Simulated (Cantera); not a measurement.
Feed: 1 mol Si, 0.63 mol Cl₂, a varied amount of H₂, equilibrated at 1400 °C and 0.100 bar.

Equilibrium computed with Cantera from the NASA thermochemical tables; the gas is ideal and each condensed phase is pure. Candidate condensed phases: Si; 19 gas species. Rates play no part.

Q: What share of the Si ends up in condensed phases as a function of n(H₂) (mol), at 2.2, 2.6, 2.9, 3.3, 3.8, 4.4, 5, 5.7, 6.5, 7.4, 8.5, 9.7?

A: 
```tsv
n(H₂) (mol)	Si condensed (%)	as
2.2	60.8	Si(s)
2.6	62.3	Si(s)
2.9	63.3	Si(s)
3.3	64.6	Si(s)
3.8	66.0	Si(s)
4.4	67.5	Si(s)
5	68.8	Si(s)
5.7	70.2	Si(s)
6.5	71.7	Si(s)
7.4	73.1	Si(s)
8.5	74.6	Si(s)
9.7	76.1	Si(s)
```
